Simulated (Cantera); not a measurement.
Input (Python, Cantera) and output of one run.

```python
import numpy as np
import cantera as ct

gas_names = """
    Fe FeO Fe(OH)2 H HO2 H2 H2O H2O2 H2S H2SO4 O OH O2 O3 S SH SO SO2 SO3 S2 S2O S8
""".split()
cond_names = """
    Fe(a) Fe(c) Fe(d) Fe(L) FeO(s) FeO(L) Fe(OH)2(s) Fe(OH)3(s) FeS(a) FeS(b) FeS(c) FeS(L) FeSO4(s)
    FeS2(s) Fe2O3(s) Fe2S3O12(s) Fe3O4(s) H2O(s) H2O(L) H2SO4(L) S(cr1) S(cr2) S(L)
""".split()


# ... load() reads the species with a 1 bar reference pressure and builds the phases ...
atoms = {
    'FeS2': {'Fe': 1, 'S': 2},
    'H2': {'H': 2},
    'H2O': {'H': 2, 'O': 1},
}
top_T = {'FeSO4(s)': 950, 'FeS2(s)': 1010, 'Fe2O3(s)': 1830, 'Fe2S3O12(s)': 1100, 'Fe3O4(s)': 1870}  # K; cautious upper limits of use, not melting points


# ... equilibrate(T, P, feed) seeds the gas with the atoms and calls Mixture.equilibrate('TP', solver="vcs", rtol=1e-11, max_steps=5000) ...
results = []
feed = {'FeS2': 1, 'H2': 8.1, 'H2O': 0.48}  # mol
P = 20  # Pa
for T in [923, 1023, 1123, 1223, 1323, 1423, 1523, 1623, 1723, 1823, 1923, 2023, 2123]:
    mix = equilibrate(T, P, feed)
    results.append((T, P, feed, dict(zip(mix.species_names, mix.species_moles))))
    x = sorted(zip(gas.X, gas.species_names), reverse=True)
    print(f"T = {T:g} K  P = {P:g} Pa  gas = {mix.phase_moles(0):.4g} mol")
    print("   x: " + "  ".join(f"{s} {v:.3e}" for v, s in x if v > 0.0001))
    print("   condensed (mol): " + ("  ".join(f"{mix.phase(i).name} {mix.phase_moles(i):.4g}"
          for i in range(1, mix.n_phases) if mix.phase_moles(i) > 1e-12) or "none"))
```

It prints:

```
T = 923 K  P = 20 Pa  gas = 8.587 mol
   x: H2 8.285e-01  H2S 1.147e-01  H2O 5.590e-02  S2 8.579e-04
   condensed (mol): FeS(c) 1
T = 1023 K  P = 20 Pa  gas = 8.638 mol
   x: H2 8.353e-01  H2S 1.024e-01  H2O 5.557e-02  S2 6.629e-03
   condensed (mol): FeS(c) 1
T = 1123 K  P = 20 Pa  gas = 8.764 mol
   x: H2 8.520e-01  H2S 7.213e-02  H2O 5.476e-02  S2 2.084e-02  SH 2.916e-04
   condensed (mol): FeS(c) 1
T = 1223 K  P = 20 Pa  gas = 8.89 mol
   x: H2 8.680e-01  H2O 5.397e-02  H2S 4.285e-02  S2 3.444e-02  SH 7.263e-04
   condensed (mol): FeS(c) 1
T = 1323 K  P = 20 Pa  gas = 8.971 mol
   x: H2 8.777e-01  H2O 5.341e-02  S2 4.266e-02  H2S 2.461e-02  SH 1.413e-03  H 1.051e-04
   condensed (mol): FeS(c) 1
T = 1423 K  P = 20 Pa  gas = 9.02 mol
   x: H2 8.824e-01  H2O 5.292e-02  S2 4.679e-02  H2S 1.453e-02  SH 2.385e-03  H 4.412e-04  S 2.427e-04  SO 1.595e-04
   condensed (mol): FeS(c) 0.9991
T = 1523 K  P = 20 Pa  gas = 9.552 mol
   x: H2 8.340e-01  S2 9.526e-02  H2O 4.920e-02  H2S 1.185e-02  SH 4.996e-03  H 1.492e-03  Fe 1.214e-03  S 1.155e-03  SO 6.454e-04  SO2 1.927e-04
   condensed (mol): Fe(c) 0.9884
T = 1623 K  P = 20 Pa  gas = 9.671 mol
   x: H2 8.266e-01  S2 9.349e-02  H2O 4.732e-02  Fe 8.360e-03  H2S 7.486e-03  SH 7.068e-03  H 4.443e-03  S 3.293e-03  SO 1.572e-03  SO2 3.545e-04
   condensed (mol): Fe(c) 0.9191
T = 1723 K  P = 20 Pa  gas = 10.14 mol
   x: H2 7.885e-01  S2 8.583e-02  Fe 4.563e-02  H2O 4.289e-02  H 1.145e-02  SH 9.098e-03  S 8.036e-03  H2S 4.633e-03  SO 3.258e-03  SO2 5.606e-04
   condensed (mol): Fe(d) 0.5372
T = 1823 K  P = 20 Pa  gas = 10.84 mol
   x: H2 7.336e-01  Fe 9.223e-02  S2 7.362e-02  H2O 3.681e-02  H 2.624e-02  S 1.712e-02  SH 1.079e-02  SO 5.796e-03  H2S 2.821e-03  SO2 7.578e-04
   condensed (mol): none
T = 1923 K  P = 20 Pa  gas = 11.12 mol
   x: H2 7.036e-01  Fe 8.985e-02  S2 6.125e-02  H 5.587e-02  S 3.295e-02  H2O 3.182e-02  SH 1.242e-02  SO 9.197e-03  H2S 1.808e-03  SO2 9.118e-04  OH 2.175e-04
   condensed (mol): none
T = 2023 K  P = 20 Pa  gas = 11.61 mol
   x: H2 6.512e-01  H 1.084e-01  Fe 8.609e-02  S 5.523e-02  S2 4.477e-02  H2O 2.619e-02  SH 1.284e-02  SO 1.265e-02  H2S 1.082e-03  SO2 9.556e-04  OH 4.540e-04
   condensed (mol): none
T = 2123 K  P = 20 Pa  gas = 12.36 mol
   x: H2 5.710e-01  H 1.917e-01  Fe 8.084e-02  S 7.924e-02  S2 2.719e-02  H2O 2.068e-02  SO 1.520e-02  SH 1.152e-02  SO2 8.989e-04  OH 8.586e-04  H2S 5.736e-04  O 2.044e-04
   condensed (mol): none
```

These are equilibrium values from Cantera (NASA tables, ideal gas, pure condensed phases), not measurements of a reactor. FeS: taken at fixed stoichiometry. Gases not in the tables: S3 to S7.
